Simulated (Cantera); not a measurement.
## CuO + C + N2 (carbothermic reduction)

Charge: 1 mol CuO, 6.2 mol C, 0.4 mol N2, at 44.0 Pa.

Method: chemical equilibrium by Gibbs-energy minimisation in Cantera with the NASA 1993 tables (ideal gas, pure condensed phases). Candidate condensed phases: C, Cu, CuO, Cu2O; 27 gas species. Equilibrium is a limit: real reactors are often held back by kinetics, nucleation or transport.

| T (K) | log p CO | log p Cu | log p N2 | log p CO2 | log p Cu2 | log p CN | log p C2N2 | log p C | n C(graphite) | n Cu(s) | n Cu(l) |
|---|---|---|---|---|---|---|---|---|---|---|---|
| 925 | -3.50 | -12.22 | -3.90 | -6.53 | <-15 | <-15 | <-15 | <-15 | 5.20 | 1.00 | 0 |
| 1025 | -3.50 | -10.38 | -3.90 | -7.47 | <-15 | <-15 | <-15 | <-15 | 5.20 | 1.00 | 0 |
| 1125 | -3.50 | -8.87 | -3.90 | -8.24 | -13.82 | <-15 | <-15 | <-15 | 5.20 | 1.000 | 0 |
| 1225 | -3.50 | -7.62 | -3.90 | -8.88 | -12.04 | <-15 | -14.80 | <-15 | 5.20 | 1.000 | 0 |
| 1325 | -3.50 | -6.55 | -3.90 | -9.42 | -10.53 | -14.00 | -13.80 | <-15 | 5.20 | 0.999 | 0 |
| 1425 | -3.50 | -5.66 | -3.90 | -9.88 | -9.29 | -12.79 | -12.94 | <-15 | 5.20 | 0 | 0.993 |
| 1525 | -3.52 | -4.91 | -3.91 | -10.30 | -8.24 | -11.75 | -12.19 | <-15 | 5.20 | 0 | 0.959 |
| 1625 | -3.56 | -4.24 | -3.96 | -10.74 | -7.33 | -10.85 | -11.58 | -14.84 | 5.20 | 0 | 0.791 |
| 1725 | -3.74 | -3.74 | -4.13 | -11.40 | -6.68 | -10.13 | -11.18 | -13.50 | 5.20 | 0 | 0 |
| 1825 | -3.74 | -3.74 | -4.13 | -11.66 | -7.00 | -9.40 | -10.66 | -12.31 | 5.20 | 0 | 0 |
| 1925 | -3.74 | -3.74 | -4.13 | -11.90 | -7.29 | -8.76 | -10.19 | -11.25 | 5.20 | 0 | 0 |
| 2025 | -3.74 | -3.74 | -4.13 | -12.12 | -7.55 | -8.18 | -9.77 | -10.29 | 5.20 | 0 | 0 |
log p: log10 of the partial pressure in bar; n: condensed amount in mol.

From 925 K to 1325 K the condensed part is C(graphite) + Cu(s). From 1425 K to 1625 K the condensed part is C(graphite) + Cu(l). From 1725 K to 2025 K the condensed part is C(graphite).
